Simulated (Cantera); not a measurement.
Feed: 1 mol MgO, 0.53 mol Cl2, 4.1 mol H2, equilibrated at 41.0 mbar.

Equilibrium computed with Cantera from the NASA thermochemical tables; the gas is ideal and each condensed phase is pure. Candidate condensed phases: H2O, Mg, MgCl2, MgO, Mg(OH)2; 22 gas species. Condensed phases not in the tables: MgOHCl. The numbers say what is thermodynamically allowed, not how fast it happens.

x: gas mole fraction; n: condensed amount in mol.

```tsv
T (°C)	x H2	x HCl	x H2O	x MgCl2	n MgO(s)
675	0.771	0.228	0.000609	0.000609	0.997
775	0.771	0.226	…	…	0.993
875	0.771	0.223	0.00295	0.00295	0.986
975	0.771	0.218	0.00525	0.00525	0.976
1075	0.771	0.212	0.00845	0.00845	0.961
1175	0.771	0.204	0.0125	0.0125	0.942
1275	0.771	0.194	0.0173	0.0173	0.920
1375	0.771	0.184	0.0227	0.0226	0.895
1475	0.770	0.172	…	…	0.869
1575	0.767	0.161	0.0345	0.0335	0.840
```

**Question.** What belongs in the gaps?

**Answer.** 
- 775, x H2O: 0.00145
- 775, x MgCl2: 0.00145
- 1475, x H2O: 0.0284
- 1475, x MgCl2: 0.0281
